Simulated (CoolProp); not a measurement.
Vapour-liquid equilibrium of n-heptane (1) + o-xylene (2) at 38.35 °C; x and y are mole fractions of (1).

The numbers come from the multi-fluid Helmholtz-energy mixture model, Span 2003 and Zhou 2012; pair parameters Bell 2016 in CoolProp.

| x | bubble pressure, mixture model (MPa) | bubble pressure, Raoult's law (MPa) | y, mixture model | y, Raoult's law |
|---|---|---|---|---|
| 0.05 | 0.002650 | 0.002367 | 0.321 | 0.242 |
| 0.2 | 0.004549 | 0.003802 | 0.660 | 0.602 |
| 0.35 | 0.006066 | 0.005236 | 0.784 | 0.766 |
| 0.5 | 0.007373 | 0.006671 | 0.855 | 0.858 |
| 0.65 | 0.008586 | 0.008105 | 0.906 | 0.918 |
| 0.8 | 0.009784 | 0.009540 | 0.949 | 0.960 |
| 0.95 | 0.01102 | 0.01097 | 0.987 | 0.991 |

The largest gap from Raoult's law is +19.6 % in bubble pressure, at x = 0.2. No azeotrope shows between x = 0.05 and 0.95.

The pair parameters rest on a limited set of measurements; away from them the model extrapolates.
